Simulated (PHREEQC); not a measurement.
Copper plating or etch bath

A solution holds 6.7 mmol/kgw Cu(NO3)2 and 39 mmol/kgw H3BO3, at 25 °C. Closed to the air; pH follows from the charge balance.

Equilibrium calculation in PHREEQC: ion-association model, wateq4f.dat.

This is a speciation only: nothing precipitates in the calculation.

What pH does the model give?

pH 4.83.
